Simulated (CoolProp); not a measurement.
Properties of propylene glycol along the isotherm 620 K (Tc = 674.0 K, pc = 7292 kPa, ω = 0.327).

Values from CoolProp's reference Helmholtz-energy equation of state, Eisenbach 2021.

| p (kPa) | phase | density (kg/m³) | isothermal compressibility (1/MPa) | fugacity coefficient |
|---|---|---|---|---|
| 115 | gas | 1.710 | 8.759 | 0.9929 |
| 205 | gas | 3.065 | 4.942 | 0.9873 |
| 365 | gas | 5.515 | 2.806 | 0.9774 |
| 648 | gas | 9.981 | 1.613 | 0.9600 |
| 1150 | gas | 18.38 | 0.9474 | 0.9290 |
| 2050 | gas | 35.44 | 0.5864 | 0.8732 |
| 3650 | liquid | 670.2 | 0.008909 | 0.7141 |
| 6480 | liquid | 685.3 | 0.007032 | 0.4278 |
| 11500 | liquid | 706.3 | 0.005208 | 0.2681 |
| 20500 | liquid | 734.3 | 0.003633 | 0.1808 |
| 36500 | liquid | 769.6 | 0.002418 | 0.1390 |
